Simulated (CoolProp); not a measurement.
Vapour-liquid equilibrium of ethane (1) + propane (2) at 208.9 K; x and y are mole fractions of (1).

Computed with CoolProp (multi-fluid Helmholtz-energy mixture model, Bücker 2006 and Lemmon 2009; pair parameters Kunz 2012).

```
x     bubble pressure (bar)  y at the bubble point  dew pressure at overall composition x (bar)  liquid density (mol/L)
----  ---------------------  ---------------------  -------------------------------------------  ----------------------
0.05                 0.4721                  0.313                                       0.3552                   13.89
0.2                  0.8653                  0.677                                       0.4137                   14.34
0.35                  1.264                  0.817                                       0.4952                   14.82
0.5                   1.679                  0.892                                       0.6164                   15.30
0.65                  2.116                  0.939                                       0.8149                   15.81
0.8                   2.570                  0.972                                        1.198                   16.32
0.95                  3.036                  0.994                                        2.246                   16.85
```

No azeotrope shows between x = 0.05 and 0.95.

The pair parameters rest on a limited set of measurements; away from them the model extrapolates.
